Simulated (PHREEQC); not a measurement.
Solution (25 °C): 0.0069 mol BaCl2 per kg of water. Closed to the air; pH follows from the charge balance.

Model: ion-association model, phreeqc.dat, run in PHREEQC.

Precipitation was switched off in this run.

Predict the specific conductance.

specific conductance 1680 µS/cm.

Complexes and solids missing from the database can't appear.
